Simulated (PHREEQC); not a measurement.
Dissolve 0.043 mol/kgw H3PO4 and 0.038 mol/kgw K2HPO4 at 25 °C. Closed to the air; pH follows from the charge balance.

Computed with PHREEQC (ion-association model, phreeqc.dat).

```json
[
 {"quantity": "pH", "before": "3.30", "after": "11.43"},
 {"quantity": "ionic strength (mol/kgw)", "before": "0.0766", "after": "0.357"},
 {"quantity": "H2PO4- (mol/kgw)", "before": "0.0766", "after": "7.92e-7"},
 {"quantity": "HPO4-2 (mol/kgw)", "before": "1.88e-5", "after": "0.0386"},
 {"quantity": "KHPO4- (mol/kgw)", "before": "1.11e-6", "after": "0.00346"}
]
```

### Question
Which change was made?
A) H3PO4 replaced by K3PO4 at the same molality
B) temperature from 25 to 55 °C
C) diluted 5-fold with water
D) H3PO4 from 0.043 to 0.086 mol/kgw
E) K2HPO4 from 0.038 to 0.057 mol/kgw

### Answer
A, H3PO4 replaced by K3PO4 at the same molality

This is a speciation only: nothing precipitates in the calculation.
